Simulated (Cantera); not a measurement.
A perfectly stirred reactor is fed with CH4 : C2H6 : C3H8 : O2 : N2 = 1 : 0.09 : 0.93 : 5.8 : 21.8 (molar parts), equivalence ratio 1.2, at 3.60 bar; it is adiabatic with a 300 K inlet, and is followed from long to short residence time, starting on the burning branch (τ in s: 0.025, 0.015, 0.0094, 0.0057, 0.0035, 0.0021, 0.0013, 0.00077, 0.00047, 0.00028, 0.00017, 0.0001, 6.4e-05).

Cantera simulation using GRI-Mech 3.0 (53 species, 325 reactions); the numbers are that mechanism's predictions, not measurements. GRI-Mech 3.0 was tuned for natural gas; its chemistry of propane as a main component is partial and can be far from experiment.

Question: What does this change do: O2 5.8 to 8.1 parts?

Answer: 
```json
[
 {"quantity": "blow-out, bracketed by the residence times tried", "before": "burning at 64.0 µs, the shortest tried", "after": "burning at 64.0 µs, the shortest tried"},
 {"quantity": "x(CH4) at τ = 25.0 ms", "before": "1.64e-5", "after": "6.97e-7"},
 {"quantity": "x(C2H6) at τ = 25.0 ms", "before": "3.54e-8", "after": "7.92e-9"},
 {"quantity": "x(C3H8) at τ = 25.0 ms", "before": "2.83e-7", "after": "9.73e-8"},
 {"quantity": "x(HCO) at τ = 25.0 ms", "before": "9.00e-8", "after": "2.46e-8"},
 {"quantity": "x(C2H4) at τ = 25.0 ms", "before": "1.64e-6", "after": "3.90e-7"},
 {"quantity": "x(CH4) at τ = 1.30 ms", "before": "4.95e-5", "after": "9.89e-6"},
 {"quantity": "x(C2H6) at τ = 1.30 ms", "before": "4.11e-7", "after": "1.43e-7"},
 {"quantity": "x(C3H8) at τ = 1.30 ms", "before": "2.96e-6", "after": "1.59e-6"},
 {"quantity": "x(HCO) at τ = 1.30 ms", "before": "8.85e-7", "after": "4.58e-7"},
 {"quantity": "x(C2H4) at τ = 1.30 ms", "before": "1.15e-5", "after": "5.47e-6"}
]
```

Question: What does this change do: inlet temperature 300 to 475 K?

Answer: 
```json
[
 {"quantity": "blow-out, bracketed by the residence times tried", "before": "burning at 64.0 µs, the shortest tried", "after": "burning at 64.0 µs, the shortest tried"},
 {"quantity": "x(CH4) at τ = 25.0 ms", "before": "1.64e-5", "after": "8.40e-6"},
 {"quantity": "x(C2H6) at τ = 25.0 ms", "before": "3.54e-8", "after": "1.98e-8"},
 {"quantity": "x(C3H8) at τ = 25.0 ms", "before": "2.83e-7", "after": "1.84e-7"},
 {"quantity": "x(HCO) at τ = 25.0 ms", "before": "9.00e-8", "after": "8.57e-8"},
 {"quantity": "x(C2H4) at τ = 25.0 ms", "before": "1.64e-6", "after": "9.67e-7"},
 {"quantity": "x(CH4) at τ = 1.30 ms", "before": "4.95e-5", "after": "3.17e-5"},
 {"quantity": "x(C2H6) at τ = 1.30 ms", "before": "4.11e-7", "after": "2.69e-7"},
 {"quantity": "x(C3H8) at τ = 1.30 ms", "before": "2.96e-6", "after": "2.11e-6"},
 {"quantity": "x(HCO) at τ = 1.30 ms", "before": "8.85e-7", "after": "8.05e-7"},
 {"quantity": "x(C2H4) at τ = 1.30 ms", "before": "1.15e-5", "after": "7.49e-6"}
]
```
